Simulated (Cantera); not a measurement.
Input: 1 mol TiO2, 340 mol H2, 0.036 mol H2O, equilibrated at 0.900 bar.

Method: chemical equilibrium by Gibbs-energy minimisation in Cantera with the NASA 1993 tables (ideal gas, pure condensed phases). Candidate condensed phases: H2O, Ti, TiO, TiO2, Ti2O3, Ti3O5, Ti4O7; 12 gas species. The numbers say what is thermodynamically allowed, not how fast it happens. All values below are at 2125 K.

Base state: H2 0.995, H 0.00382, H2O 0.00157 (mole fractions); condensed: Ti2O3(l).

**Question.** What changes in the equilibrium state with this change: pressure from 0.900 bar to 17.0 Pa?

**Answer.** 
| species | before | after |
|---|---|---|
| H2 | 0.995 | 0.753 |
| H | 0.00382 | 0.242 |
| H2O | 0.00157 | 0.00225 |
| TiO | 3.30e-6 | 0.00221 |
| O | 2.04e-9 | 2.04e-5 |
| TiO2 | 2.64e-7 | 0.000335 |
| Ti2O3(l), mol | 0.499 | 0 |
